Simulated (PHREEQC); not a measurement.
A solution holds 6.7 mmol/kgw Cu(NO3)2, 45 mmol/kgw HBF4 and 0.53 mmol/kgw Na2SO4, at 25 °C. Closed to the air; pH follows from the charge balance.

All values are PHREEQC results (ion-association model, phreeqc.dat), not measurements.

No solid was allowed to form.

Q: Predict the pH, ionic strength.

A: pH 1.44; ionic strength 0.0638 mol/kgw.

Q: In which forms is F present?

A: BF4- 91 %, HF 5.9 %, BF3OH- 2.3 % of the F.

Real BF4- forms and hydrolyses slowly; the run takes it at equilibrium.
